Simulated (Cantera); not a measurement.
A closed system holds: 1 mol PbO, 12 mol CO, held at 1050 K and 13.3 mbar.

Method: chemical equilibrium by Gibbs-energy minimisation in Cantera with the NASA 1993 tables (ideal gas, pure condensed phases). Candidate condensed phases: C, Pb, PbO, PbO₂, Pb₃O₄; 15 gas species. Rates play no part.

Base state: CO 0.913, CO₂ 0.0830, Pb 0.00349 (mole fractions); condensed: Pb(l).

What changes in the equilibrium state with this change: temperature from 1050 K to 1550 K?


```csv
species,before,after
CO,0.913,0.846
CO₂,0.0830,0.0769
Pb,0.00349,0.0769
PbO,1.50e-9,1.03e-5
"Pb(l), mol",0.958,0
```
